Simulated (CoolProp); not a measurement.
A closed Brayton cycle with dry air: compressor inlet 311.15 K and 6.7 MPa, high pressure 14.8 MPa, turbine inlet 915 K, compressor efficiency 0.85, turbine efficiency 0.85, recuperator effectiveness 0.9 (on enthalpy, no pinch check). Each further row changes one setting.

Computed with CoolProp (reference Helmholtz-energy equation of state, Lemmon 2000). It is a pseudo-pure fit of the blend.

```
case                           thermal efficiency (%)  net work (kJ/kg)  compressor to turbine work  compressor exit (K)  turbine exit (K)
-----------------------------  ----------------------  ----------------  --------------------------  -------------------  ----------------
as stated                                           …              70.2                        0.58                405.3             770.6
turbine inlet 865 K                                 …              61.2                        0.61                405.3                 …
compressor inlet 321.15 K                        32.0              66.8                           …                418.2             770.6
high pressure 12.6 MPa                           32.8              60.5                        0.55                    …             797.9
recuperator effectiveness 0.5                    19.1              70.2                        0.58                405.3             770.6
```

Problem. What belongs in the gaps?

Solution. 
- as stated, thermal efficiency (%): 33.3
- turbine inlet 865 K, thermal efficiency (%): 31.0
- turbine inlet 865 K, turbine exit (K): 727.2
- compressor inlet 321.15 K, compressor to turbine work: 0.60
- high pressure 12.6 MPa, compressor exit (K): 384.4
